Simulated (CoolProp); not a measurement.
Isopentane along the isotherm 226.85 °C: density (kg/m³) from the reference equation and from simpler models built on Tc = 187.2 °C, pc = 3.378 MPa, ω = 0.227; each cubic takes its own stable root.

The numbers come from the reference Helmholtz-energy equation of state, Lemmon 2006 in CoolProp. It is a short technical equation, of lower accuracy than the large ones.

```csv
p (MPa),phase,reference
0.768,gas,14.20
1.54,gas,30.66
2.3,gas,49.93
3.07,gas,74.21
3.84,supercritical,106.5
4.61,supercritical,153.8
5.37,supercritical,222.3
6.14,supercritical,282.8
6.91,supercritical,317.6
7.68,supercritical,340.0
8.45,supercritical,356.4
```

### Question
How far does each simpler model (ideal gas, van der Waals, Redlich-Kwong) lie from the reference over these 11 states: mean and median of the absolute difference, and the worst?

### Answer
- ideal gas: mean 41.4 %, median 48.0 %, worst -62.3 % at 226.85 °C and 6.14 MPa
- van der Waals: mean 8.4 %, median 3.8 %, worst -20.9 % at 226.85 °C and 8.45 MPa
- Redlich-Kwong: mean 4.2 %, median 2.4 %, worst -9.6 % at 226.85 °C and 7.68 MPa
